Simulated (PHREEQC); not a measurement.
Consider water at 25 °C with 0.0012 mol/kgw CaCl2, 3.1e-05 mol/kgw Na2CO3 and 0.00031 mol/kgw MgSO4. Closed to the air; pH follows from the charge balance.

Model: Pitzer model, pitzer.dat, run in PHREEQC.

```
quantity                      before    after
---------------------------  -------  -------
pH                              9.37     8.72
CO3-2 (mol/kgw)              3.68e-6  1.84e-7
MgOH+ (mol/kgw)              8.90e-7  2.01e-7
MgCO3 (mol/kgw)              5.16e-7  2.59e-8
CO2 (mol/kgw)                2.33e-8  2.32e-8
SI of Magnesite (MgCO3)        -1.38    -2.68
SI of Epsomite (MgSO4:7H2O)    -5.48    -5.48
```

Task: What was changed between the two runs?
A. diluted 10-fold with water
B. CaCl2 left out
C. 1.5e-05 mol/kgw KCl added
D. temperature from 25 to 70 °C
E. Na2CO3 from 3.1e-05 to 6.2e-06 mol/kgw

Result: E, Na2CO3 from 3.1e-05 to 6.2e-06 mol/kgw

No solid was allowed to form.
